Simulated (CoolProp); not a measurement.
Vapour-liquid equilibrium of toluene (1) + o-xylene (2) at 0.0813 MPa; x and y are mole fractions of (1).

Model: multi-fluid Helmholtz-energy mixture model, Lemmon 2006 and Zhou 2012; pair parameters Bell 2016, in CoolProp.

```csv
x,bubble temperature (K),y at the bubble point,dew temperature at overall composition x (K),liquid density (mol/L)
0.05,407.0,[?],408.3,7.382
0.2,[?],0.378,404.9,7.564
0.35,394.3,[?],401.0,7.745
0.5,389.1,0.721,[?],[?]
0.65,384.6,0.829,391.7,8.106
0.8,380.7,0.912,385.9,[?]
0.95,377.3,0.980,378.8,8.476
```

What belongs in the gaps?


- 0.05, y at the bubble point: 0.109
- 0.2, bubble temperature (K): 400.3
- 0.35, y at the bubble point: 0.576
- 0.5, dew temperature at overall composition x (K): 396.7
- 0.5, liquid density (mol/L): 7.925
- 0.8, liquid density (mol/L): 8.289

No azeotrope shows between x = 0.05 and 0.95.

Pair parameters are fitted to limited data, so mixtures are less certain than the pure fluids.
